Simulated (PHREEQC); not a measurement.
Consider water at 25 °C with 0.0015 mol KH2PO4, 0.00077 mol KOH and 0.00017 mol KCl per kg of water. Closed to the air; pH follows from the charge balance.

The numbers come from PHREEQC with the ion-association model, wateq4f.dat.

Question: The ionic strength comes out as 0.00320 mol/kgw. What activity coefficients do KHPO4-, K+, HPO4-2, H2PO4-, Cl- get?

Answer: KHPO4- 0.94, K+ 0.94, HPO4-2 0.78, H2PO4- 0.94, Cl- 0.94.

This is a speciation only: nothing precipitates in the calculation. H3PO4, which wateq4f.dat lacks, is added to it with the constant of phreeqc.dat.
